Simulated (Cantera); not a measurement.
# Boron, boron nitride and boron oxide: B + NH3 + H2

Feed: 1 mol B, 0.18 mol NH3, 0.63 mol H2, held at 1373 K and 0.490 bar.

Cantera equilibrium calculation (NASA polynomials, part measured and part estimated; ideal gas, pure solids and liquids). Candidate condensed phases: B, BN; 15 gas species. Mutual solubility and eutectic melting of coexisting phases are not modelled. The numbers say what is thermodynamically allowed, not how fast it happens.

x(H2): 1.000
x(H): 4.76e-6
x(BH2): 2.35e-6
x(BH3): 2.20e-6
n(B(s)): 0.820 mol
n(BN(s)): 0.180 mol
gas amount: 0.9000 mol
